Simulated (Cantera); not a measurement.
## Ammonia decomposition in nitride growth gas

A perfectly stirred reactor is fed with NH₃ : N₂ = 1 : 28 (molar parts), at 760 Torr; it is held at 2098 K, and followed from long to short residence time.

Model: the gas-phase N/H chemistry of the illustrative SiF4/NH3 mechanism in the Surface Chemkin manual (1991), integrated in Cantera. Walls and surfaces, which speed up NH3 decomposition in real reactors, are not modelled.

```csv
τ (s),x NH₃,x N₂H₄,x N₂H₂,x H₂,x N₂,x NH₂
10,6.38e-5,1.25e-12,1.62e-10,0.0496,0.950,2.39e-6
2.8,0.000181,6.46e-12,6.78e-10,0.0495,0.950,5.42e-6
0.79,0.000673,4.16e-11,3.02e-9,0.0488,0.950,1.38e-5
0.22,0.00237,2.47e-10,1.24e-8,0.0464,0.951,3.35e-5
0.062,0.00702,1.18e-9,4.31e-8,0.0397,0.953,7.34e-5
0.017,0.0163,4.29e-9,1.15e-7,0.0262,0.957,0.000140
0.0049,0.0260,1.03e-8,1.99e-7,0.0121,0.962,0.000216
0.0014,0.0315,1.84e-8,2.42e-7,0.00399,0.964,0.000289
0.00038,0.0336,1.99e-8,1.85e-7,0.000915,0.965,0.000300
0.00011,0.0342,7.39e-9,5.73e-8,0.000159,0.965,0.000183
```
x: mole fraction; the columns are a selection and need not sum to one.
